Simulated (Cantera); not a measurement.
Input (Python, Cantera) and output of one run.

```python
import numpy as np
import cantera as ct

gas_names = [...]  # 76 gases of nasa_gas.yaml made of C, H
cond_names = """
    C(gr) C6H6(L) C7H8(L) C8H18(L),n-octa
""".split()


# ... load() reads the species with a 1 bar reference pressure and builds the phases ...
atoms = {
    'C6H6': {'C': 6, 'H': 6},
    'H2': {'H': 2},
}
top_T = {'C(gr)': 4500}  # K; cautious upper limits of use, not melting points


# ... equilibrate(T, P, feed) seeds the gas with the atoms and calls Mixture.equilibrate('TP', solver="vcs", rtol=1e-11, max_steps=5000) ...
results = []
feed = {'C6H6': 1, 'H2': 35}  # mol
T = 2623.15  # K
P = 14000  # Pa
mix = equilibrate(T, P, feed)
results.append((T, P, feed, dict(zip(mix.species_names, mix.species_moles))))
x = sorted(zip(gas.X, gas.species_names), reverse=True)
print(f"T = {T:g} K  P = {P:g} Pa  gas = {mix.phase_moles(0):.4g} mol")
print("   x: " + "  ".join(f"{s} {v:.3e}" for v, s in x if v > 0.0001))
print("   condensed (mol): " + ("  ".join(f"{mix.phase(i).name} {mix.phase_moles(i):.4g}"
      for i in range(1, mix.n_phases) if mix.phase_moles(i) > 1e-12) or "none"))
```

Result:

```
T = 2623.15 K  P = 14000 Pa  gas = 40.12 mol
   x: H2 8.785e-01  H 1.056e-01  C2H2,acetylene 1.558e-02  C2H 1.723e-04  C4H2 1.145e-04
   condensed (mol): C(gr) 4.711
```

These are equilibrium values from Cantera (NASA tables, ideal gas, pure condensed phases), not measurements of a reactor.
